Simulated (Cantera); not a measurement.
An isothermal, constant-pressure homogeneous reactor starts with CH₄ : H₂O : H₂ = 1 : 0.6 : 0.8 (molar parts), at 1750 K and 10.0 bar.

Computed with Cantera and GRI-Mech 3.0 (53 species, 325 reactions). GRI-Mech 3.0 stops at C3 and has no aromatics, soot or wall deposition, so with more carbon than oxygen in the feed, carbon stays in small species such as C2H2 where larger ones or solid carbon would form.

x: mole fraction; the columns are a selection and need not sum to one.

```tsv
t (s)	x CH₄	x H₂O	x H₂	x HCO	x CO
1.00e-5	0.414	0.250	0.334	5.91e-10	3.96e-7
8.60e-5	0.400	0.248	0.345	4.05e-9	4.78e-5
0.000740	…	0.231	…	…	…
0.00637	0.132	0.194	0.568	3.79e-9	0.00667
0.0548	…	…	…	…	…
0.471	0.0839	0.0355	0.716	5.58e-8	0.130
4.05	0.0686	0.000262	0.751	7.03e-8	0.161
34.9	0.0684	3.18e-5	0.751	7.04e-8	0.161
300	0.0684	3.18e-5	0.751	7.04e-8	0.161
```

### Question
What belongs in the gaps?

### Answer

- 0.000740, x CH₄: 0.303
- 0.000740, x H₂: 0.423
- 0.000740, x HCO: 3.12e-9
- 0.000740, x CO: 0.000599
- 0.0548, x CH₄: 0.109
- 0.0548, x H₂O: 0.136
- 0.0548, x H₂: 0.627
- 0.0548, x HCO: 1.99e-8
- 0.0548, x CO: 0.0478
